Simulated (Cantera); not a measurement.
An isothermal, constant-pressure homogeneous reactor starts with 2.78 % C2H6, 97.2 % N2, at 1325 K and 0.000470 bar.

Computed with Cantera and GRI-Mech 3.0 (53 species, 325 reactions). GRI-Mech 3.0 stops at C3 and has no aromatics, soot or wall deposition, so with more carbon than oxygen in the feed, carbon stays in small species such as C2H2 where larger ones or solid carbon would form. Radical loss at walls, strong at low pressure, is not modelled.

Predict: x(C2H6) at 6.00 s; x(CH3) at 6.00 s; x(H) at 6.00 s; x(HCN) at 6.00 s; x(CH4) at 6.00 s.


```
Quantity                                             Result
-----------------  ----------------------------------------
x(C2H6) at 6.00 s    4.85e-6 (gas-phase equilibrium <1e-12)
x(CH3) at 6.00 s   0.000134 (gas-phase equilibrium 2.43e-8)
x(H) at 6.00 s      2.73e-5 (gas-phase equilibrium 1.74e-5)
x(HCN) at 6.00 s     4.13e-7 (gas-phase equilibrium 0.0360)
x(CH4) at 6.00 s    0.00886 (gas-phase equilibrium 3.72e-6)
```
